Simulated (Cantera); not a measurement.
Equilibrium for silicon oxide and oxynitride deposition: TEOS + O₂ + H₂

A closed system holds: 1 mol TEOS, 0.39 mol O₂, 7.4 mol H₂, at 0.000220 bar.

Method: chemical equilibrium by Gibbs-energy minimisation in Cantera with the NASA 1993 tables (ideal gas, pure condensed phases). Candidate condensed phases: C, C₆H₆, C₇H₈, C₈H₁₈, H₂O, Si, SiC, SiO₂; 123 gas species. The feed counts by its element totals alone. Kinetics and transport are ignored.

From 1223 K to 1898 K the condensed part is C(graphite) + SiC(s). The main Si-bearing gas is SiO at 1223 K and Si at 1898 K. The share of Si in condensed phases is highest at 1223 K (99.8 %) and lowest at 1898 K (91.5 %).

| T (K) | x H₂ | x CO | x H | x Si | x SiO | x C₂H₂ (acetylene) | x SiC₂ | x Si₂C | n C(graphite) | n SiC(s) |
|---|---|---|---|---|---|---|---|---|---|---|
| 1223 | 0.784 | 0.215 | 1.80e-5 | 2.83e-11 | 0.000101 | 1.23e-7 | <1e-12 | <1e-12 | 2.22 | 0.998 |
| 1298 | 0.784 | 0.215 | 6.40e-5 | 5.41e-10 | 0.000158 | 4.38e-7 | <1e-12 | <1e-12 | 2.23 | 0.996 |
| 1373 | 0.784 | 0.215 | 0.000199 | 7.47e-9 | 0.000236 | 1.36e-6 | 3.97e-12 | 3.80e-12 | 2.23 | 0.995 |
| 1448 | 0.784 | 0.215 | 0.000550 | 7.85e-8 | 0.000336 | 3.73e-6 | 8.64e-11 | 7.82e-11 | 2.23 | 0.993 |
| 1523 | 0.783 | 0.215 | 0.00138 | 6.52e-7 | 0.000463 | 9.25e-6 | 1.38e-9 | 1.19e-9 | 2.24 | 0.990 |
| 1598 | 0.782 | 0.215 | 0.00317 | 4.44e-6 | 0.000618 | 2.11e-5 | 1.70e-8 | 1.39e-8 | 2.25 | 0.986 |
| 1673 | 0.778 | 0.214 | 0.00677 | 2.54e-5 | 0.000801 | 4.43e-5 | 1.66e-7 | 1.30e-7 | 2.25 | 0.982 |
| 1748 | 0.772 | 0.213 | 0.0135 | 0.000125 | 0.00101 | 8.72e-5 | 1.33e-6 | 9.96e-7 | 2.26 | 0.974 |
| 1823 | 0.761 | 0.211 | 0.0255 | 0.000537 | 0.00125 | 0.000161 | 8.94e-6 | 6.43e-6 | 2.28 | 0.959 |
| 1898 | 0.742 | 0.209 | 0.0454 | 0.00206 | 0.00151 | 0.000279 | 5.15e-5 | 3.57e-5 | 2.32 | 0.915 |
x: gas mole fraction; n: condensed amount in mol.
